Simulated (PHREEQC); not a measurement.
Buffer (model solution)

Dissolve 0.025 mol NaHSO4 and 0.018 mol Na2HPO4 per kg of water at 25 °C. Closed to the air; pH follows from the charge balance.

All values are PHREEQC results (ion-association model, phreeqc.dat), not measurements.

Each row changes one thing in this solution. No solid was allowed to form.

```tsv
case	pH	ionic strength (mol/kgw)	Na+ (mol/kgw)	H2PO4- (mol/kgw)	HPO4-2 (mol/kgw)	NaHPO4- (mol/kgw)
as made	2.75	0.0815	0.0586	0.0149	1.04e-6	4.75e-8
NaHSO4 left out	9.32	0.0529	0.0355	7.41e-5	0.0173	0.000544
0.002 mol/kgw H4SiO4 added	2.75	0.0815	0.0586	0.0149	1.04e-6	4.75e-8
temperature from 25 to 35 °C	2.80	0.0809	0.0585	0.0149	1.23e-6	5.54e-8
0.039 mol/kgw NaOH added	11.61	0.152	0.0961	1.54e-7	0.00909	0.000557
```

Species that the database lacks are ignored. Some of these states are supersaturated (in Quartz (slow to form), Chalcedony (slow to form), for instance).
